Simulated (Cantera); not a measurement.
A jet of H₂ : O₂ : N₂ = 0.018 : 0.19 : 0.79 (molar parts) at 300 K and 135 Torr hits a platinum plate 3.5 cm away at a mass flux of 0.072 kg/m²/s; the plate temperature is set and raised in steps from an oxygen-covered start.

Model: Deutschmann's 1995 Pt surface mechanism with GRI-Mech 3.0 gas chemistry, integrated in Cantera. Catalytic surfaces can have several steady states; this one follows from the mechanism file's or the stated starting coverage.

One state of this run: wall x H₂ = 0.000807; wall x O₂ = 0.172; wall x H₂O = 0.0324; wall x OH = 1.08e-8; θ free Pt = 0.100; θ O* = 0.898; θ OH* = 0.00191. x: mole fraction at the wall; θ: surface coverage.

Problem. Which value of plate T (K) does it belong to?
A. 750
B. 650
C. 900
D. 850

Solution. D, 850
